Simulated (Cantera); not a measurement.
Input: 1 mol trisilylamine, 0.18 mol NH₃, 3.3 mol N₂, held at 41.0 Pa.

Cantera equilibrium calculation (NASA polynomials, part measured and part estimated; ideal gas, pure solids and liquids). Candidate condensed phases: Si, Si₃N₄; 18 gas species. The feed counts by its element totals alone. Mutual solubility and eutectic melting of coexisting phases are not modelled. Gases not in the tables: Si₂H₆ and higher silanes. The numbers say what is thermodynamically allowed, not how fast it happens.

Which condensed phases are stable at each of these points (T (K)): 800, 950, 1100, 1250, 1400, 1550, 1700, 1850, 2000?


```json
[
 {"T (K)": "800", "condensed phases": "Si₃N₄(s)", "Si condensed (%)": "100.0"},
 {"T (K)": "950", "condensed phases": "Si₃N₄(s)", "Si condensed (%)": "100.0"},
 {"T (K)": "1100", "condensed phases": "Si₃N₄(s)", "Si condensed (%)": "100.0"},
 {"T (K)": "1250", "condensed phases": "Si₃N₄(s)", "Si condensed (%)": "100.0"},
 {"T (K)": "1400", "condensed phases": "Si₃N₄(s)", "Si condensed (%)": "100.0"},
 {"T (K)": "1550", "condensed phases": "Si(s) + Si₃N₄(s)", "Si condensed (%)": "100.0"},
 {"T (K)": "1700", "condensed phases": "Si(l)", "Si condensed (%)": "99.5"},
 {"T (K)": "1850", "condensed phases": "Si(l)", "Si condensed (%)": "95.1"},
 {"T (K)": "2000", "condensed phases": "Si(l)", "Si condensed (%)": "62.8"}
]
```

From 800 K to 1400 K the condensed part is Si₃N₄(s). At 1550 K the condensed part is Si(s) + Si₃N₄(s). From 1700 K to 2000 K the condensed part is Si(l).
